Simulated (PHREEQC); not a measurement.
Solution (5 °C): 0.23 mol/kgw Mn(NO3)2. Closed to the air; pH follows from the charge balance.

Equilibrium calculation in PHREEQC: ion-association model, phreeqc.dat.

Precipitation was switched off in this run.

Predict the pH, specific conductance, density.

pH 6.29; specific conductance 18800 µS/cm; density 1.032 g/cm³.

In which forms is N present?

NO3- 94 %, Mn(NO3)2 5.5 % of the N.

Away from 25 °C the constants follow the database's enthalpies or fits; those with neither stay at their 25 °C values.
